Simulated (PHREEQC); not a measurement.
## Acid mine or pickling water: speciation

Model water analysis in mmol/kgw, 10 °C, pH 3.39, pe 11.8:

```
constituent  mmol/kgw
-----------  --------
Na               3.79
K                1.84
Ca              0.858
Mg               1.01
Cl               2.68
S(6)             3.79
Zn             0.0468
Al            0.00137
Si             0.0548
Fe(3)          0.0164
Br             0.0739
```

Valence states are taken as typed.

Equilibrium calculation in PHREEQC: ion-association model, phreeqc.dat.

Precipitation was switched off in this run.

Problem. What ionic strength, charge-balance error, specific conductance does the model give?

Solution. ionic strength 0.0143 mol/kgw; charge-balance error -1.6 %; specific conductance 848 µS/cm.

Problem. In which forms is K present?

Solution. K+ 99 %, KSO4- 1.1 % of the K.

Examples of supersaturated solids here: Jarosite-K, Hematite (slow to form). Others may be too. Species that the database lacks are ignored. At this temperature some constants are extrapolated from 25 °C, and those without enthalpy data are left unchanged.
